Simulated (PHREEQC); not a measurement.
Consider water at 25 °C with 63 mmol/kgw CaCl2 and 0.031 mmol/kgw MgSO4. Closed to the air; pH follows from the charge balance.

Model: ion-association model, phreeqc.dat, run in PHREEQC.

```
Item                         Result
--------------------  -------------
ionic strength        0.189 mol/kgw
specific conductance    12300 µS/cm
density                 1.003 g/cm³
```

```
species  molality  activity   log γ
-------  --------  --------  ------
Cl-         0.126    0.0907  -0.143
Ca+2       0.0630    0.0206  -0.486
Mg+2      3.10e-5   1.08e-5  -0.459
CaSO4     1.58e-5   1.65e-5   0.019
SO4-2     1.52e-5   4.52e-6  -0.525
H+        1.53e-7   1.22e-7  -0.097
OH-       1.16e-7   8.24e-8  -0.148
CaOH+     3.71e-8   2.78e-8  -0.126
MgSO4     1.09e-8   1.14e-8   0.019
```

No solid was allowed to form.
